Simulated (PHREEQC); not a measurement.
0.17 g of hydrous ferric oxide (600 m²/g; 0.2 weak and 0.005 strong sites per Fe, Dzombak-Morel constants, diffuse double layer) in 1 kg of water with 0.3 mol/kgw of an inert sodium salt and 4.1e-06 mol CaCl2, at 25 °C; the pH is set by adding NaOH or the inert anion's acid. Oxygen is held at 0.21 atm. No CO2 enters from the air. Precipitation was switched off in this run.

All values are PHREEQC results (ion-association model, wateq4f.dat), not measurements.

```tsv
pH	Ca sorbed (%)	surface charge σ (C/m²)	surface potential ψ (mV)
4	0.0	0.349	123
4.5	0.0	0.318	118
5	0.0	0.269	110
5.5	0.0	0.210	98
6	0.0	0.154	83
6.5	0.1	0.106	[?]
7	0.5	[?]	46
7.5	2.6	0.034	26
8	12.1	0.006	5
8.5	39.5	-0.020	-16
9	74.0	[?]	-36
9.5	92.6	[?]	-56
10	98.1	-0.128	-74
```

Task: Some entries are withheld; supply them.

Result: 
- 6.5, surface potential ψ (mV): 65
- 7, surface charge σ (C/m²): 0.066
- 9, surface charge σ (C/m²): -0.050
- 9.5, surface charge σ (C/m²): -0.085
